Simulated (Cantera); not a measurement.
## Adiabatic ignition

An adiabatic, constant-volume homogeneous reactor starts with C3H8 : O2 : N2 = 1 : 9.26 : 34.8 (molar parts), equivalence ratio 0.54, at 1048 K and 2400 Torr.

Computed with Cantera and GRI-Mech 3.0 (53 species, 325 reactions). GRI-Mech 3.0 was tuned for natural gas; its chemistry of propane as a main component is partial and can be far from experiment.

```
t (s)     T (K)  P (bar)  x C3H8    x O2      x OH   x CH2    x NO     x CO2
--------  -----  -------  ------  ------  --------  ------  ------  --------
3.00e-6    1048     3.20  0.0222   0.206  1.96e-12  <1e-12  <1e-12    <1e-12
9.98e-6    1048     3.20  0.0222   0.206  4.02e-12  <1e-12  <1e-12    <1e-12
3.32e-5    1048     3.20  0.0222   0.206  1.09e-11  <1e-12  <1e-12    <1e-12
0.000111   1048     3.20  0.0222   0.206  3.95e-11  <1e-12  <1e-12    <1e-12
0.000368   1048     3.20  0.0222   0.206  1.93e-10  <1e-12  <1e-12  3.17e-12
0.00122    1048     3.20  0.0222   0.205  8.96e-10  <1e-12  <1e-12  1.94e-10
0.00408    1048     3.20  0.0221   0.205   1.31e-9  <1e-12  <1e-12   2.56e-9
0.0136     1048     3.20  0.0220   0.205   1.82e-9  <1e-12  <1e-12   1.48e-8
0.0451     1050     3.21  0.0210   0.205   6.92e-9  <1e-12  <1e-12   3.23e-7
0.150      2441     7.64  <1e-12  0.0852   0.00526  <1e-12  0.0129    0.0628
0.500      2441     7.64  <1e-12  0.0852   0.00526  <1e-12  0.0129    0.0628
```
x: mole fraction; the columns are a selection and need not sum to one.

The time of steepest temperature rise is 69.3 ms, the temperature at 0.500 s comes out as 2441 K and the equilibrium temperature comes out as 2441 K. The x(C3H8) at 0.500 s comes out as <1e-12 (gas-phase equilibrium <1e-12). The x(O2) at 0.500 s is 0.0852 (gas-phase equilibrium 0.0852) and the x(OH) at 0.500 s is 0.00526 (gas-phase equilibrium 0.00526).
